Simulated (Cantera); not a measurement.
Input: 1 mol Si2Cl6, 0.083 mol HCl, 24 mol H2, equilibrated at 10.0 Torr.

Points: T (K) = 875, 900, 925, 950, 975, 1000, 1025, 1050, 1075.

Cantera's Mixture.equilibrate('TP', solver="vcs", rtol=1e-11, max_steps=5000) on the NASA tables stopped like this:

```
ERROR: FAILURE its = 5001!

*******************************************************************************
CanteraError thrown by MultiPhase::equilibrate:
VCS solver failed. Return code: -1
*******************************************************************************
```

**Question.** What got this run through?

**Answer.** This is not unique; one that fits is The failure is numerical, not chemical. The same input converged with solver="gibbs", rtol=1e-10, max_steps=50000, and the result passed a check of the equilibrium conditions:
```
log10 of partial pressures in bar; condensed amounts in mol
       T/K        H2     SiCL4       HCL    SiHCL3     SiCL2     SiCL3    Si(cr)
       875    -1.906    -3.191    -3.946    -3.811    -5.880    -5.417    0.4531
       900    -1.907    -3.197    -3.830    -3.820    -5.620    -5.248    0.4693
       925    -1.908    -3.205    -3.722    -3.831    -5.376    -5.090    0.4882
       950    -1.910    -3.215    -3.620    -3.843    -5.146    -4.942    0.5099
       975    -1.911    -3.228    -3.524    -3.857    -4.929    -4.805    0.5341
      1000    -1.913    -3.244    -3.435    -3.874    -4.726    -4.677    0.5604
      1025    -1.915    -3.265    -3.351    -3.894    -4.536    -4.560    0.5881
      1050    -1.918    -3.291    -3.274    -3.919    -4.358    -4.454     0.616
      1075    -1.921    -3.323    -3.202    -3.948    -4.193    -4.358    0.6427
```

The gas is ideal and each condensed phase is pure. The feed counts by its element totals alone. The tables' values for SiCl3 are old estimates; treat these amounts as uncertain.
